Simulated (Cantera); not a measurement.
**Gas-phase reforming**

A perfectly stirred reactor is fed with CH4 : CO2 : H2 = 1 : 4.5 : 0.08 (molar parts), at 0.132 atm; it is held at 2098 K, and followed from long to short residence time.

Model: GRI-Mech 3.0 (53 species, 325 reactions), integrated in Cantera.

```tsv
τ (s)	x CH4	x CO2	x H2	x O	x HCO
1.2	0.000194	0.261	0.0728	1.86e-6	4.52e-8
0.47	0.000546	0.263	0.0726	1.61e-6	8.88e-8
0.19	0.00132	0.267	0.0722	1.46e-6	1.87e-7
0.076	0.00291	0.278	0.0706	1.23e-6	3.96e-7
0.030	0.00594	0.309	0.0662	8.30e-7	7.93e-7
0.012	0.0115	0.372	0.0607	4.86e-7	1.42e-6
0.0049	0.0220	0.458	0.0623	3.12e-7	2.29e-6
0.0020	0.0414	0.557	0.0735	2.24e-7	3.43e-6
0.00079	0.0731	0.659	0.0811	1.58e-7	4.70e-6
0.00031	0.113	0.740	0.0649	1.00e-7	4.84e-6
```
x: mole fraction; the columns are a selection and need not sum to one.
